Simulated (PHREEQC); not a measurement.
Dissolve 0.065 mol Cu(NO3)2, 0.00011 mol HCl and 0.00079 mol H3BO3 per kg of water at 25 °C. Closed to the air; pH follows from the charge balance.

Computed with PHREEQC (ion-association model, wateq4f.dat).

```yaml
pH: 4.00
ionic_strength: 0.195 mol/kgw
total_alkalinity: -0.110 meq/kg
```

```tsv
species	molality	activity	log γ
NO3-	0.130	0.0906	-0.157
Cu+2	0.0650	0.0214	-0.482
H3BO3	0.000790	0.000826	0.020
H+	0.000126	0.000100	-0.098
Cl-	0.000104	7.43e-5	-0.146
Cu2(OH)2+2	6.34e-6	1.98e-6	-0.506
CuCl+	5.95e-6	4.28e-6	-0.143
CuOH+	2.95e-6	2.13e-6	-0.143
Cu(OH)2	4.22e-8	4.41e-8	0.020
```

This is a speciation only: nothing precipitates in the calculation.
